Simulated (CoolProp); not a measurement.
Computed with CoolProp (reference Helmholtz-energy equation of state, de Reuck 1993).

**Question.** For methanol, give the phase and the Z, expansivity (1/kK) at 247.25 °C and 2860 kPa; 247.25 °C and 4620 kPa.

**Answer.** 
- 247.25 °C and 2860 kPa: gas; Z 0.878, expansivity 3.32
- 247.25 °C and 4620 kPa: gas; Z 0.782, expansivity 5.20
